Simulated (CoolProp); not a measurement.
n-perfluorobutane at several states: Z from the reference equation and from simpler models built on Tc = 113.2 °C, pc = 2.322 MPa, ω = 0.372; each cubic takes its own stable root.

Values from CoolProp's reference Helmholtz-energy equation of state, Gao 2022.

```tsv
T (°C)	p (MPa)	phase	reference	van der Waals	Redlich-Kwong	Soave-Redlich-Kwong	Peng-Robinson
68.15	2.17	liquid	0.1376	0.2188	0.1614	0.1517	0.1341
23.45	0.0119	gas	0.9960	0.9972	0.9963	0.9958	0.9956
109.65	2.3	liquid	0.1823	0.2891	0.2372	0.2287	0.2063
-104.35	0.015	liquid	0.001303	0.9874	0.001464	0.001427	0.001272
```

At some of these states van der Waals gives the other phase, because its saturation line lies elsewhere.
